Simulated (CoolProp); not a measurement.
Vapour-liquid equilibrium of ethylene (1) + carbon dioxide (2) at 25.5 bar; x and y are mole fractions of (1).

Values from CoolProp's multi-fluid Helmholtz-energy mixture model, Smukala 2000 and Span 1996; pair parameters Bell 2016.

| x | bubble temperature (K) | y at the bubble point | dew temperature at overall composition x (K) | liquid density (mol/L) |
|---|---|---|---|---|
| 0.05 | 260.0 | 0.083 | 260.7 | 22.02 |
| 0.125 | 257.8 | 0.187 | 259.1 | 21.30 |
| 0.2 | 256.2 | 0.272 | 257.6 | 20.58 |
| 0.275 | 254.9 | 0.346 | 256.1 | 19.89 |
| 0.35 | 253.9 | 0.412 | 254.9 | 19.22 |
| 0.425 | 253.2 | 0.474 | 253.8 | 18.58 |
| 0.5 | 252.6 | 0.535 | 252.9 | 17.98 |
| 0.575 | 252.3 | 0.596 | 252.4 | 17.42 |
| 0.65 | 252.1 | 0.658 | 252.1 | 16.88 |
| 0.725 | 252.0 | 0.723 | 252.0 | 16.37 |
| 0.8 | 252.2 | 0.791 | 252.2 | 15.89 |
| 0.875 | 252.5 | 0.864 | 252.5 | 15.43 |
| 0.95 | 253.0 | 0.944 | 253.1 | 15.00 |

y crosses x between x = 0.65 and 0.725: the model has an azeotrope there.

The pair parameters rest on a limited set of measurements; away from them the model extrapolates.
